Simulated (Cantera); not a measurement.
Input: 1 mol TiCl4, 8.8 mol H2O, equilibrated at 1225 K and 83.0 mbar.

These are equilibrium values from Cantera (NASA tables, ideal gas, pure condensed phases), not measurements of a reactor. Candidate condensed phases: H2O, Ti, TiCl2, TiCl3, TiCl4, TiO, TiO2, Ti2O3, Ti3O5, Ti4O7; 23 gas species. Gases not in the tables: TiO(OH)2. Kinetics and transport are ignored.

Base state: H2O 0.630, HCl 0.370, Cl 5.58e-5, H2 3.83e-5 (mole fractions); condensed: TiO2(rutile).

What changes in the equilibrium state with this change: temperature from 1225 K to 1973.15 K?


```json
[
 {"species": "H2O", "before": "0.630", "after": "0.617"},
 {"species": "HCl", "before": "0.370", "after": "0.355"},
 {"species": "Cl", "before": "5.58e-5", "after": "0.0118"},
 {"species": "H2", "before": "3.83e-5", "after": "0.0111"},
 {"species": "O", "before": "<1e-9", "after": "8.51e-5"},
 {"species": "H", "before": "6.69e-9", "after": "0.000495"},
 {"species": "OH", "before": "1.00e-6", "after": "0.00260"},
 {"species": "TiO2(rutile), mol", "before": "1.00", "after": "1.000"}
]
```

What changes in the equilibrium state with this change: temperature from 1225 K to 1748.15 K?


| species | before | after |
|---|---|---|
| H2O | 0.630 | 0.626 |
| HCl | 0.370 | 0.365 |
| Cl | 5.58e-5 | 0.00395 |
| H | 6.69e-9 | 4.50e-5 |
| OH | 1.00e-6 | 0.000512 |
| TiO2(rutile), mol | 1.00 | 1.000 |

What changes in the equilibrium state with this change: temperature from 1225 K to 2150 K?


```csv
species,before,after
H2O,0.630,0.598
HCl,0.370,0.339
H2,3.83e-5,0.0245
Cl,5.58e-5,0.0232
TiO2,<1e-9,3.19e-5
O,<1e-9,0.000477
H,6.69e-9,0.00229
OH,1.00e-6,0.00723
"TiO2(rutile), mol",1.00,0
"TiO2(l), mol",0,1.000
```
